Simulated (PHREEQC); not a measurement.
A column of 0.5 m (40 cells, dispersivity 0.018 m, 720 s a shift, diffusion coefficient 3e-10 m²/s) holds 0.0093 eq of the database's cation exchanger X per kg of pore water, first in equilibrium with 0.0005 mol/kgw PbCl2, 0.037 mol/kgw MnCl2 and 1e-05 mol/kgw HCl. It is flushed with 1.7 mmol/kgw MgCl2, 0.68 mmol/kgw PbCl2 and 0.01 mmol/kgw HCl, at 40 °C. Values are for the last cell. CO2 from the air is kept out. No solid was allowed to form.

The numbers come from PHREEQC with the ion-association model, phreeqc.dat.

**Question.** Predict Mg in solution (mol/kgw), Mn in solution (mol/kgw) at pore volumes = 0.2125, 0.8125, 1.413, 2.013.

**Answer.** 
| pore volumes | Mg in solution (mol/kgw) | Mn in solution (mol/kgw) |
|---|---|---|
| 0.2125 | 0 | 0.0370 |
| 0.8125 | 5.85e-5 | 0.0280 |
| 1.413 | 9.17e-5 | 0.00490 |
| 2.013 | 0.000149 | 0.00229 |

At this temperature some constants are extrapolated from 25 °C, and those without enthalpy data are left unchanged.
